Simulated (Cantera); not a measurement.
# Low-pressure radical oxidation in H2/O2

A perfectly stirred reactor is fed with 5.88 % H2, 19.6 % O2, 74.5 % N2, at 4.13 Torr; it is held at 1350 K, and followed from long to short residence time.

Computed with Cantera and GRI-Mech 3.0 (53 species, 325 reactions). Radical loss at walls, strong at low pressure, is not modelled. The temperature is held fixed by assumption; the heat of reaction is taken as removed at once.

```tsv
τ (s)	x H2	x O2	x OH	x N2O	x HO2	x H2O
0.38	0.00257	0.163	0.00382	1.83e-9	3.27e-7	0.0492
0.15	0.00311	0.162	0.00413	1.64e-9	3.27e-7	0.0463
0.059	0.00367	0.161	0.00433	1.50e-9	3.26e-7	0.0443
0.023	0.00463	0.162	0.00455	1.32e-9	3.27e-7	0.0426
0.0091	0.00673	0.164	0.00487	1.03e-9	3.29e-7	0.0401
0.0036	0.0115	0.167	0.00523	6.44e-10	3.28e-7	0.0356
0.0014	0.0221	0.174	0.00506	2.70e-10	3.18e-7	0.0267
0.00056	0.0439	0.187	0.00261	4.78e-11	2.78e-7	0.0104
```
x: mole fraction; the columns are a selection and need not sum to one.
